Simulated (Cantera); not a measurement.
Mixture: CO : H₂ : CH₄ : O₂ : N₂ = 1 : 1.2 : 1.2 : 4.12 : 16.9 (molar parts), equivalence ratio 0.85, at 11.0 bar, adiabatic and at constant pressure. Ignition delay is the time to a rise of 400 K.

Computed with Cantera and GRI-Mech 3.0 (53 species, 325 reactions).

### Question
What does this change do: 0.8 parts H2O added?

### Answer
| quantity | before | after |
|---|---|---|
| delay at 1050 K | 2.87 ms | 3.53 ms |
| delay at 1125 K | 0.613 ms | 0.802 ms |
| delay at 1200 K | 0.196 ms | 0.246 ms |
| delay at 1275 K | 88.0 µs | 0.104 ms |
| delay at 1350 K | 47.7 µs | 53.9 µs |
| delay at 1425 K | 28.5 µs | 31.4 µs |
| apparent activation energy between 1275 and 1425 K | 110 kJ/mol | 120 kJ/mol |

### Question
What does this change do: pressure from 11.0 bar to 4.20 bar?

### Answer
| quantity | before | after |
|---|---|---|
| delay at 1050 K | 2.87 ms | 2.38 ms |
| delay at 1125 K | 0.613 ms | 0.676 ms |
| delay at 1200 K | 0.196 ms | 0.300 ms |
| delay at 1275 K | 88.0 µs | 0.159 ms |
| delay at 1350 K | 47.7 µs | 92.3 µs |
| delay at 1425 K | 28.5 µs | 56.6 µs |
| apparent activation energy between 1275 and 1425 K | 110 kJ/mol | 100 kJ/mol |
